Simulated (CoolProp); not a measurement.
The numbers come from the reference Helmholtz-energy equation of state, de Reuck 1990 in CoolProp.

**Question.** Give the vapour pressure (MPa), vapour density (kg/m³), enthalpy of vaporisation (kJ/kg), liquid cp (kJ/(kg K)) of saturated fluorine at -158.65, -154.05, -142.65 °C.

**Answer.** 
| T (°C) | p (MPa) | vapour density (kg/m³) | enthalpy of vaporisation (kJ/kg) | liquid cp (kJ/(kg K)) |
|---|---|---|---|---|
| -158.65 | 1.18 | 57.6 | 138 | 1.74 |
| -154.05 | 1.55 | 76.0 | 129 | 1.83 |
| -142.65 | 2.81 | 148 | 103 | 2.34 |
